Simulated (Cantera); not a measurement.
Feed: 1 mol borazine, 1.8 mol O2.

Cantera equilibrium calculation (NASA polynomials, part measured and part estimated; ideal gas, pure solids and liquids). Candidate condensed phases: B, BN, B2O3, B3O3H3, H2O; 39 gas species. The feed counts by its element totals alone. Mutual solubility and eutectic melting of coexisting phases are not modelled. Rates play no part.

Q: What condenses at these points (T in K, P in Pa): (2175, 140); (2125, 100000); (2075, 100000); (2100, 520); (2100, 37)?

A: 
```
T (K)  P in Pa  condensed phases  B condensed (%)
-----  -------  ----------------  ---------------
2175       140          gas only              0.0
2125    100000                BN             10.9
2075    100000         BN + B2O3             39.5
2100       520          gas only              0.0
2100        37          gas only              0.0
```
